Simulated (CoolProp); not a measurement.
A single-stage vapour-compression cycle with R236EA: evaporating at 258.15 K (dew point), condensing at 310.15 K (bubble point), superheat 2 K, subcooling 0 K, compressor efficiency 0.85, no pressure losses. Each further row changes one setting.

The numbers come from the reference Helmholtz-energy equation of state, Rui 2013 in CoolProp.

| case | cooling COP | pressure ratio | discharge temperature (K) | refrigerating effect (kJ/kg) | volumetric capacity (kJ/m³) |
|---|---|---|---|---|---|
| as stated | 3.21 | 7.83 | 310.1 | 113 | 317 |
| evaporating temperature 263.15 K | 3.73 | 6.15 | 310.1 | 116 | 411 |
| condensing temperature 305.15 K | 3.68 | 6.66 | 305.1 | 119 | 335 |
| subcooling 5 K | 3.39 | 7.83 | 310.1 | 119 | 335 |
| superheat 12 K | 3.29 | 7.83 | 319.1 | 121 | 326 |
| compressor efficiency 0.75 | 2.83 | 7.83 | 313.7 | 113 | 317 |

The compression ends wet for: as stated; evaporating temperature 263.15 K; condensing temperature 305.15 K; subcooling 5 K.
